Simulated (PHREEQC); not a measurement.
Make-up at 25 °C: 0.07 mol/kgw H3PO4, 0.12 mol/kgw NaF and 0.0023 mol/kgw NaBF4. Closed to the air; pH follows from the charge balance.

All values are PHREEQC results (ion-association model, wateq4f.dat), not measurements.

**Question.** The ionic strength comes out as 0.121 mol/kgw. What activity coefficients do H2PO4-, BF4-, H+, HPO4-2, HF2- get?

**Answer.** H2PO4- 0.78, BF4- 0.73, H+ 0.82, HPO4-2 0.35, HF2- 0.75.

Precipitation was switched off in this run. Complexes and solids missing from the database can't appear. wateq4f.dat counts part of the HF as a dimer, H2F2, which phreeqc.dat doesn't know; its constant is uncertain. H3PO4, which wateq4f.dat lacks, is added to it with the constant of phreeqc.dat. Real BF4- forms and hydrolyses slowly; the run takes it at equilibrium.
